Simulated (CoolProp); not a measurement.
Properties of R1336mzz(Z) along the isobar 1300 kPa (Tc = 444.5 K, pc = 2904 kPa, ω = 0.386).

Values from CoolProp's reference Helmholtz-energy equation of state, McLinden 2020.

| T (K) | phase | cp (kJ/(kg K)) | cv (kJ/(kg K)) | speed of sound (m/s) | expansivity (1/kK) | fugacity coefficient |
|---|---|---|---|---|---|---|
| 354.4 | liquid | 1.342 | 0.9853 | 439.7 | 2.661 | 0.3112 |
| 358.8 | liquid | 1.354 | 0.9914 | 424.2 | 2.767 | 0.3443 |
| 363.1 | liquid | 1.366 | 0.9973 | 409.0 | 2.884 | 0.3788 |
| 367.4 | liquid | 1.379 | 1.003 | 393.6 | 3.014 | 0.4153 |
| 371.8 | liquid | 1.394 | 1.009 | 377.7 | 3.165 | 0.4547 |
| 376.1 | liquid | 1.410 | 1.015 | 362.0 | 3.333 | 0.4954 |
| 380.4 | liquid | 1.427 | 1.021 | 346.0 | 3.527 | 0.5380 |
| 384.8 | liquid | 1.447 | 1.028 | 329.3 | 3.760 | 0.5836 |
| 389.1 | liquid | 1.469 | 1.034 | 312.5 | 4.031 | 0.6300 |
| 393.4 | liquid | 1.494 | 1.041 | 295.2 | 4.359 | 0.6783 |
| 397.8 | liquid | 1.526 | 1.048 | 276.8 | 4.779 | 0.7294 |
| 406.4 | gas | 1.298 | 1.048 | 108.3 | 8.060 | 0.7819 |
| 410.8 | gas | 1.268 | 1.045 | 111.4 | 7.288 | 0.7908 |
